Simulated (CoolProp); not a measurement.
Computed with CoolProp (reference Helmholtz-energy equation of state, Penoncello 2003).

Task: Give the vapour pressure (MPa), liquid density (kg/m³), vapour density (kg/m³), liquid viscosity (µPa s) of saturated CHF3 (R23) at 213.5, 218.8, 240 K.

Result: 
```csv
T (K),p (MPa),liquid density (kg/m³),vapour density (kg/m³),liquid viscosity (µPa s)
213.5,0.317,1360,13.7,218
218.8,0.400,1330,17.1,202
240,0.904,1240,38.4,151
```

Viscosity comes from a separate model (Shan 2000).
